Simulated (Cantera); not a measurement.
A perfectly stirred reactor is fed with CH₄ : C₂H₆ : C₃H₈ : O₂ : N₂ : H₂O = 1 : 0.07 : 0.95 : 7.95 : 29.9 : 9.8 (molar parts), at 380000 Pa; it is adiabatic with a 725 K inlet, and is followed from long to short residence time, starting on the burning branch (τ in s: 0.3, 0.12, 0.053, 0.022, 0.0094, 0.0039, 0.0017, 0.0007, 0.0003, 0.00012, 5.2e-05, 2.2e-05, 9.3e-06).

Model: GRI-Mech 3.0 (53 species, 325 reactions), integrated in Cantera. GRI-Mech 3.0 was tuned for natural gas; its chemistry of propane as a main component is partial and can be far from experiment.

x: mole fraction; the columns are a selection and need not sum to one.

| τ (s) | T (K) | x CH₄ | x C₂H₆ | x C₃H₈ | x OH | x HCO | x NO | x HCN |
|---|---|---|---|---|---|---|---|---|
| 0.30 | 2111 | 2.57e-7 | 1.51e-9 | 1.91e-8 | 0.00239 | 1.14e-9 | 0.00101 | 4.68e-8 |
| 0.12 | 2111 | 6.20e-7 | 3.71e-9 | 4.73e-8 | 0.00244 | 2.80e-9 | 0.000564 | 6.57e-8 |
| 0.053 | 2110 | 1.32e-6 | 8.26e-9 | 1.05e-7 | 0.00252 | 6.31e-9 | 0.000319 | 8.39e-8 |
| 0.022 | 2107 | 2.85e-6 | 1.93e-8 | 2.46e-7 | 0.00269 | 1.52e-8 | 0.000179 | 1.10e-7 |
| 0.0094 | 2100 | 5.56e-6 | 4.27e-8 | 5.46e-7 | 0.00298 | 3.59e-8 | 0.000114 | 1.51e-7 |
| 0.0039 | 2088 | (withheld) | (withheld) | (withheld) | (withheld) | (withheld) | (withheld) | (withheld) |
| 0.0017 | 2070 | 1.82e-5 | 1.96e-7 | 2.48e-6 | 0.00402 | 2.08e-7 | 6.29e-5 | 3.15e-7 |
| 0.00070 | 2041 | (withheld) | (withheld) | (withheld) | (withheld) | (withheld) | (withheld) | (withheld) |
| 0.00030 | 2001 | 6.34e-5 | 8.84e-7 | 1.05e-5 | 0.00538 | 1.28e-6 | 4.05e-5 | 7.18e-7 |
| 0.00012 | 1940 | 0.000142 | 2.11e-6 | 2.37e-5 | 0.00573 | 3.36e-6 | 2.95e-5 | 1.13e-6 |
| 5.2e-5 | 1851 | 0.000392 | 5.96e-6 | 6.10e-5 | 0.00497 | 8.21e-6 | 1.63e-5 | 1.67e-6 |
| 2.2e-5 | 725 | 0.0201 | 0.00141 | 0.0191 | <1e-12 | <1e-12 | <1e-12 | <1e-12 |
| 9.3e-6 | 725 | 0.0201 | 0.00141 | 0.0191 | <1e-12 | <1e-12 | <1e-12 | <1e-12 |

### Question
Fill in the missing entries.

### Answer

- 0.0039, x CH₄: 1.04e-5
- 0.0039, x C₂H₆: 9.45e-8
- 0.0039, x C₃H₈: 1.21e-6
- 0.0039, x OH: 0.00344
- 0.0039, x HCO: 8.81e-8
- 0.0039, x NO: 8.04e-5
- 0.0039, x HCN: 2.18e-7
- 0.00070, x CH₄: 3.36e-5
- 0.00070, x C₂H₆: 4.21e-7
- 0.00070, x C₃H₈: 5.21e-6
- 0.00070, x OH: 0.00474
- 0.00070, x HCO: 5.24e-7
- 0.00070, x NO: 5.03e-5
- 0.00070, x HCN: 4.76e-7
